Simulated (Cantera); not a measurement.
A Cantera script and what it prints.

```python
import numpy as np
import cantera as ct

gas_names = """
    AL ALC ALN ALO ALO2 AL2 AL2O AL2O2 C CN CO CO2 C2 CCN CNC C2N2 C2O C3 C3O2 C4 C4N2 C5 N NCO NO NO2
    NO3 N2 N2O O O2 O3
""".split()
cond_names = """
    AL(cr) AL(L) ALN(s) AL2O3(a) AL2O3(L) C(gr)
""".split()


# ... load() reads the species with a 1 bar reference pressure and builds the phases ...
atoms = {
    'Al2O3': {'AL': 2, 'O': 3},
    'C': {'C': 1},
    'N2': {'N': 2},
}
top_T = {'ALN(s)': 2750, 'C(gr)': 4500}  # K; cautious upper limits of use, not melting points


# ... equilibrate(T, P, feed) seeds the gas with the atoms and calls Mixture.equilibrate('TP', solver="vcs", rtol=1e-11, max_steps=5000) ...
results = []
feed = {'Al2O3': 1, 'C': 0.08, 'N2': 1.4}  # mol
P = 1333.22  # Pa
for T in [2125, 2200, 2275, 2350, 2425, 2500, 2575, 2650, 2725, 2800, 2875, 2950]:
    mix = equilibrate(T, P, feed)
    results.append((T, P, feed, dict(zip(mix.species_names, mix.species_moles))))
    x = sorted(zip(gas.X, gas.species_names), reverse=True)
    print(f"T = {T:g} K  P = {P:g} Pa  gas = {mix.phase_moles(0):.4g} mol")
    print("   x: " + "  ".join(f"{s} {v:.3e}" for v, s in x if v > 0.0001))
    print("   condensed (mol): " + ("  ".join(f"{mix.phase(i).name} {mix.phase_moles(i):.4g}"
          for i in range(1, mix.n_phases) if mix.phase_moles(i) > 1e-12) or "none"))
```

Output:

```
T = 2125 K  P = 1333.22 Pa  gas = 1.527 mol
   x: N2 9.170e-01  CO 5.240e-02  AL 1.761e-02  AL2O 1.299e-02
   condensed (mol): AL2O3(a) 0.9667
T = 2200 K  P = 1333.22 Pa  gas = 1.527 mol
   x: N2 9.168e-01  CO 5.239e-02  AL 1.823e-02  AL2O 1.251e-02
   condensed (mol): AL2O3(a) 0.9669
T = 2275 K  P = 1333.22 Pa  gas = 1.527 mol
   x: N2 9.166e-01  CO 5.237e-02  AL 1.882e-02  AL2O 1.206e-02
   condensed (mol): AL2O3(a) 0.9671
T = 2350 K  P = 1333.22 Pa  gas = 1.528 mol
   x: N2 9.164e-01  CO 5.234e-02  AL 1.951e-02  AL2O 1.151e-02  ALO 2.131e-04
   condensed (mol): AL2O3(L) 0.9673
T = 2425 K  P = 1333.22 Pa  gas = 1.528 mol
   x: N2 9.160e-01  CO 5.229e-02  AL 2.046e-02  AL2O 1.074e-02  ALO 4.475e-04
   condensed (mol): AL2O3(L) 0.9676
T = 2500 K  P = 1333.22 Pa  gas = 1.529 mol
   x: N2 9.153e-01  CO 5.222e-02  AL 2.135e-02  AL2O 9.999e-03  ALO 8.957e-04
   condensed (mol): AL2O3(L) 0.9677
T = 2575 K  P = 1333.22 Pa  gas = 1.531 mol
   x: N2 9.142e-01  CO 5.208e-02  AL 2.217e-02  AL2O 9.294e-03  ALO 1.716e-03  O 2.545e-04  CO2 1.572e-04
   condensed (mol): AL2O3(L) 0.9674
T = 2650 K  P = 1333.22 Pa  gas = 1.535 mol
   x: N2 9.118e-01  CO 5.184e-02  AL 2.303e-02  AL2O 8.674e-03  ALO 3.164e-03  O 8.922e-04  CO2 2.718e-04  NO 2.448e-04
   condensed (mol): AL2O3(L) 0.9665
T = 2725 K  P = 1333.22 Pa  gas = 1.544 mol
   x: N2 9.063e-01  CO 5.136e-02  AL 2.427e-02  AL2O 8.283e-03  ALO 5.659e-03  O 2.879e-03  NO 6.407e-04  CO2 4.477e-04  AL2O2 1.050e-04
   condensed (mol): AL2O3(L) 0.9639
T = 2800 K  P = 1333.22 Pa  gas = 1.566 mol
   x: N2 8.932e-01  CO 5.040e-02  AL 2.684e-02  ALO 9.958e-03  AL2O 8.466e-03  O 8.409e-03  NO 1.528e-03  CO2 6.856e-04  O2 3.197e-04  AL2O2 1.736e-04
   condensed (mol): AL2O3(L) 0.9576
T = 2875 K  P = 1333.22 Pa  gas = 1.617 mol
   x: N2 8.640e-01  CO 4.853e-02  AL 3.263e-02  O 2.168e-02  ALO 1.755e-02  AL2O 9.847e-03  NO 3.219e-03  O2 1.196e-03  CO2 9.398e-04  AL2O2 2.974e-04
   condensed (mol): AL2O3(L) 0.943
T = 2950 K  P = 1333.22 Pa  gas = 1.731 mol
   x: N2 8.057e-01  O 4.901e-02  CO 4.509e-02  AL 4.435e-02  ALO 3.125e-02  AL2O 1.334e-02  NO 5.892e-03  O2 3.540e-03  CO2 1.124e-03  AL2O2 5.349e-04
   condensed (mol): AL2O3(L) 0.9105
```

Method: chemical equilibrium by Gibbs-energy minimisation in Cantera with the NASA 1993 tables (ideal gas, pure condensed phases).
